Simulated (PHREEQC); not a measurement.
**Acid rinse or clean: an equilibrium model**

Solution (10 °C): 7.2 mmol/kgw HF, 0.53 mmol/kgw CaCl2 and 1.4 mmol/kgw MnSO4. Closed to the air; pH follows from the charge balance.

Computed with PHREEQC (ion-association model, phreeqc.dat).

No solid was allowed to form.

**Question.** Estimate the pH, ionic strength.

**Answer.** pH 2.69; ionic strength 0.00869 mol/kgw.

**Question.** In which forms is Ca present?

**Answer.** Ca+2 92 %, CaSO4 7.9 % of the Ca.

Examples of supersaturated solids here: Fluorite. Others may be too. Species that the database lacks are ignored. Constants without temperature data keep their 25 °C values here.
